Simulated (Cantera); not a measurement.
Input (Python, Cantera) and output of one run.

```python
import numpy as np
import cantera as ct

gas_names = """
    ZrO2 N2O NO
""".split()
cond_names = """
    Zr(a) Zr(b) Zr(L)
""".split()


# ... load() reads the species with a 1 bar reference pressure and builds the phases ...
species = {s.name: s for s in load("nasa_gas.yaml", gas_names) + load("nasa_condensed.yaml", cond_names)}
# Each term lists the table entries of one substance; the one whose range holds T is used.
reactions = {
    'ZrO2(g) + 2 N2O(g) = 4 NO(g) + Zr':
        [(-1, ['ZrO2']), (-2, ['N2O']), (4, ['NO']), (1, ['Zr(a)', 'Zr(b)', 'Zr(L)'])],
}


def pick(names, T):
    return next(species[n] for n in names if species[n].thermo.min_temp <= T <= species[n].thermo.max_temp)


results = []
for label, terms in reactions.items():
    print(label)
    print("     T/K   dH/kJ  dS/(J/K)   dG/kJ   log10 K")
    for T in [1750, 1800, 1850, 1900, 1950, 2000, 2050, 2100, 2150]:
        used = [(nu, pick(names, T)) for nu, names in terms]
        dH = sum(nu * s.thermo.h(T) for nu, s in used) / 1e6
        dS = sum(nu * s.thermo.s(T) for nu, s in used) / 1e3
        dG = dH - T * dS / 1e3
        logK = -dG * 1e6 / (ct.gas_constant * T * np.log(10))
        results.append((label, T, dH, dS, dG, logK, [s.name for _, s in used]))
        print(f"{T:8g} {dH:8.1f} {dS:8.1f} {dG:8.1f} {logK:8.2f}")
```

It prints:

```
ZrO2(g) + 2 N2O(g) = 4 NO(g) + Zr
     T/K   dH/kJ  dS/(J/K)   dG/kJ   log10 K
    1750    493.5    177.9    182.2    -5.44
    1800    493.4    177.8    173.3    -5.03
    1850    493.4    177.8    164.4    -4.64
    1900    493.4    177.8    155.6    -4.28
    1950    493.4    177.8    146.7    -3.93
    2000    493.5    177.8    137.8    -3.60
    2050    493.5    177.9    128.9    -3.28
    2100    493.6    177.9    120.0    -2.98
    2150    514.8    187.9    110.8    -2.69
```

Standard-state values (1 bar) from the NASA 1993 polynomials, evaluated with Cantera. Condensed species are held in their standard states even where they would react or evaporate.
